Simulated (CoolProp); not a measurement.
Vapour-liquid equilibrium of R22 (1) + R142b (2) at 796 kPa; x and y are mole fractions of (1).

Values from CoolProp's multi-fluid Helmholtz-energy mixture model, Kamei 1995 and Lemmon 2006; pair parameters Bell 2016.

Task: Give the bubble temperature and the first vapour's composition at x = 0.05, 0.35, 0.5. Is there an azeotrope?

Result: x = 0.05: 326.2 K, y = 0.106; x = 0.35: 311.4 K, y = 0.558; x = 0.5: 305.3 K, y = 0.708. No azeotrope shows between x = 0.05 and 0.95.

Pair parameters are fitted to limited data, so mixtures are less certain than the pure fluids.
